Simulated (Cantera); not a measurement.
Feed: 1 mol V, 0.022 mol H2O, 10 mol NH3, at 78.0 Pa.

Equilibrium computed with Cantera from the NASA thermochemical tables; the gas is ideal and each condensed phase is pure. Candidate condensed phases: H2O, V, VN, VO, V2O3, V2O4, V2O5; 28 gas species. Mutual solubility and eutectic melting of coexisting phases are not modelled. VN, VO: taken at fixed stoichiometry. Condensed phases not in the tables: solid solutions among these carbides, nitrides and lower oxides, V2N. Equilibrium is a limit: real reactors are often held back by kinetics, nucleation or transport.

Task: At 1523 K, list the 4 most abundant gas species with their mole fractions, and the condensed phases.

Result: H2 0.768, N2 0.231, H 0.000725, H2O 0.000185. Condensed: VN(s) + VO(s).
